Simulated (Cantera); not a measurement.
# Carbothermic reduction: PbO + CO + N2

A closed system holds: 1 mol PbO, 9.7 mol CO, 0.12 mol N2, equilibrated at 1023.15 K and 23.0 Pa.

Equilibrium computed with Cantera from the NASA thermochemical tables; the gas is ideal and each condensed phase is pure. Candidate condensed phases: C, Pb, PbO, PbO2, Pb3O4; 27 gas species. Rates play no part.

```
Quantity                                   Result
--------------------------------------  ---------
x(CO)                                       0.804
x(CO2)                                     0.0924
x(Pb)                                      0.0924
x(N2)                                      0.0111
gas amount                              10.82 mol
log10 activity of Pb(l) (absent)            -0.10
log10 activity of C(graphite) (absent)      -3.24
log10 activity of PbO2(s) (absent)         -17.97
```
